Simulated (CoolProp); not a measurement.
Vapour-liquid equilibrium of R22 (1) + C3F8 (R218) (2) at 16.6 bar; x and y are mole fractions of (1).

Computed with CoolProp (multi-fluid Helmholtz-energy mixture model, Kamei 1995 and Lemmon 2006; pair parameters Bell 2016).

```json
[
 {"x": "0.05", "bubble temperature (°C)": "48.5", "y at the bubble point": "0.079", "dew temperature at overall composition x (°C)": "49.5", "liquid density (mol/L)": "6.263"},
 {"x": "0.2", "bubble temperature (°C)": "42.4", "y at the bubble point": "0.281", "dew temperature at overall composition x (°C)": "44.8", "liquid density (mol/L)": "6.956"},
 {"x": "0.35", "bubble temperature (°C)": "38.6", "y at the bubble point": "0.429", "dew temperature at overall composition x (°C)": "40.5", "liquid density (mol/L)": "7.693"},
 {"x": "0.5", "bubble temperature (°C)": "36.7", "y at the bubble point": "0.543", "dew temperature at overall composition x (°C)": "37.3", "liquid density (mol/L)": "8.542"},
 {"x": "0.65", "bubble temperature (°C)": "36.3", "y at the bubble point": "0.641", "dew temperature at overall composition x (°C)": "36.3", "liquid density (mol/L)": "9.574"},
 {"x": "0.8", "bubble temperature (°C)": "37.3", "y at the bubble point": "0.750", "dew temperature at overall composition x (°C)": "38.2", "liquid density (mol/L)": "10.84"},
 {"x": "0.95", "bubble temperature (°C)": "41.0", "y at the bubble point": "0.916", "dew temperature at overall composition x (°C)": "41.9", "liquid density (mol/L)": "12.34"}
]
```

y crosses x between x = 0.5 and 0.65: the model has an azeotrope there.

Pair parameters are fitted to limited data, so mixtures are less certain than the pure fluids.
